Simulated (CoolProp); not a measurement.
Vapour-liquid equilibrium of R114 (1) + R113 (2) at 43.25 °C; x and y are mole fractions of (1).

Model: multi-fluid Helmholtz-energy mixture model, Platzer 1990 and Marx 1992; pair parameters Bell 2016, in CoolProp. This equation is an older, rougher fit; its heat capacities, sound speeds and derivatives of the liquid may be far off and weren't checked against measurements.

| x | bubble pressure, mixture model (MPa) | bubble pressure, Raoult's law (MPa) | y, mixture model | y, Raoult's law |
|---|---|---|---|---|
| 0.05 | 0.1012 | 0.1017 | 0.173 | 0.182 |
| 0.2 | 0.1428 | 0.1443 | 0.498 | 0.514 |
| 0.35 | 0.1851 | 0.1868 | 0.679 | 0.695 |
| 0.5 | 0.2276 | 0.2294 | 0.794 | 0.809 |
| 0.65 | 0.2701 | 0.2719 | 0.875 | 0.887 |
| 0.8 | 0.3127 | 0.3145 | 0.936 | 0.944 |
| 0.95 | 0.3563 | 0.3570 | 0.985 | 0.988 |

The largest gap from Raoult's law is -1.0 % in bubble pressure, at x = 0.2. No azeotrope shows between x = 0.05 and 0.95.

The pair parameters rest on a limited set of measurements; away from them the model extrapolates.
